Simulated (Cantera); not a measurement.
What does this Cantera script print?

```python
import numpy as np
import cantera as ct

gas = ct.Solution("gri30.yaml")
gas.TPX = 1525, 100000, {'C2H6': 1, 'N2': 30}
reactor = ct.IdealGasConstPressureReactor(gas, energy="off", clone=False)
net = ct.ReactorNet([reactor])
net.rtol, net.atol = 1e-08, 1e-18
show = ['C2H6', 'H2', 'CH3', 'C2H', 'H', 'CH4']
times = np.geomspace(5e-05, 3, 10)

steps = ct.SolutionArray(gas, extra=["t"])
rows = []
print(f"{'t/s':>10s}{'T/K':>9s}{'P/Pa':>11s}" + "".join(f"{s:>11s}" for s in show))
for t in times:
    while net.time < t:
        t_next = net.step()
        steps.append(gas.state, t=t_next)
    rows.append([np.interp(t, steps.t, y) for y in (steps.T, steps.P, *steps(*show).X.T)])
    print(f"{t:10.3e}{rows[-1][0]:9.1f}{rows[-1][1]:11.4g}" + "".join(f"{x:11.3e}" for x in rows[-1][2:]))
rate = np.gradient(steps.T, steps.t)
print("integrator steps:", len(steps.t))
if steps.T.max() > steps.T[0] + 200:
    print(f"time of steepest temperature rise: {steps.t[rate.argmax()]:.4e} s")
gas.TPX = 1525, 100000, {'C2H6': 1, 'N2': 30}
gas.equilibrate("TP")
print(f"equilibrium (TP): T = {gas.T:.1f} K  " + "  ".join(f"{s} {gas[s].X[0]:.3e}" for s in show))
```

It prints:

```
       t/s      T/K       P/Pa       C2H6         H2        CH3        C2H          H        CH4
 5.000e-05   1525.0      1e+05  2.730e-02  3.347e-03  1.151e-03  1.558e-09  4.310e-05  7.918e-04
 1.698e-04   1525.0      1e+05  1.514e-02  1.375e-02  8.932e-04  1.065e-08  5.313e-05  3.466e-03
 5.765e-04   1525.0      1e+05  1.893e-03  3.016e-02  2.947e-04  3.048e-08  4.890e-05  7.505e-03
 1.957e-03   1525.0      1e+05  6.802e-05  3.939e-02  5.652e-05  1.286e-08  1.374e-05  8.187e-03
 6.646e-03   1525.0      1e+05  4.823e-06  4.378e-02  1.809e-05  5.177e-09  4.861e-06  8.195e-03
 2.257e-02   1525.0      1e+05  2.920e-06  4.750e-02  1.546e-05  5.191e-09  4.495e-06  8.120e-03
 7.663e-02   1525.0      1e+05  2.614e-06  4.888e-02  1.497e-05  5.383e-09  4.572e-06  7.928e-03
 2.602e-01   1525.0      1e+05  2.254e-06  4.971e-02  1.392e-05  5.452e-09  4.660e-06  7.353e-03
 8.835e-01   1525.0      1e+05  1.467e-06  5.181e-02  1.124e-05  5.633e-09  4.894e-06  5.889e-03
 3.000e+00   1525.0      1e+05  5.692e-07  5.517e-02  6.892e-06  5.965e-09  5.307e-06  3.542e-03
integrator steps: 1317
equilibrium (TP): T = 1525.0 K  C2H6 4.553e-08  H2 5.928e-02  CH3 1.683e-06  C2H 1.761e-09  H 5.799e-06  CH4 8.496e-04
```

Computed with Cantera and GRI-Mech 3.0 (53 species, 325 reactions). GRI-Mech 3.0 stops at C3 and has no aromatics, soot or wall deposition, so with more carbon than oxygen in the feed, carbon stays in small species such as C2H2 where larger ones or solid carbon would form.
